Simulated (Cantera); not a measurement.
SiCl₄ + NH₃ + H₂ (silicon nitride deposition)

Input: 1 mol SiCl₄, 1.2 mol NH₃, 17 mol H₂, equilibrated at 653 Torr.

Cantera equilibrium calculation (NASA polynomials, part measured and part estimated; ideal gas, pure solids and liquids). Candidate condensed phases: NH₄Cl, Si, Si₃N₄; 28 gas species. The tables' values for SiCl₃, SiCl are old estimates; treat these amounts as uncertain. Gases not in the tables: Si₂H₆ and higher silanes. Kinetics and transport are ignored.

From 723 K to 1723 K the condensed part is Si₃N₄(s). From 1923 K to 2123 K the condensed part is Si(l). The main Si-bearing gas is SiCl₄ at 723 K and SiCl₂ at 2123 K. The share of Si in condensed phases is highest at 1323 K (82.0 %) and lowest at 1923 K (16.8 %).

```tsv
T (K)	x H₂	x HCl	x SiCl₂	x N₂	x SiCl₄	x H	x SiCl₃	n Si₃N₄(s)	n Si(l)
723	0.846	0.131	<1e-12	0.00714	0.0158	<1e-12	4.43e-9	0.224	0
923	0.835	0.149	8.55e-9	0.00420	0.0110	2.40e-10	1.52e-6	0.256	0
1123	0.830	0.158	5.86e-6	0.00286	0.00831	4.16e-8	6.26e-5	0.270	0
1323	0.827	0.162	0.000472	0.00258	0.00592	1.55e-6	0.000715	0.273	0
1523	0.823	0.159	0.00645	0.00519	0.00237	2.25e-5	0.00226	0.246	0
1723	0.826	0.132	0.0236	0.0148	0.000422	0.000178	0.00230	0.144	0
1923	0.824	0.108	0.0372	0.0280	5.51e-5	0.000917	0.00126	0	0.168
2123	0.817	0.116	0.0341	0.0280	1.09e-5	0.00348	0.000622	0	0.235
```
x: gas mole fraction; n: condensed amount in mol.
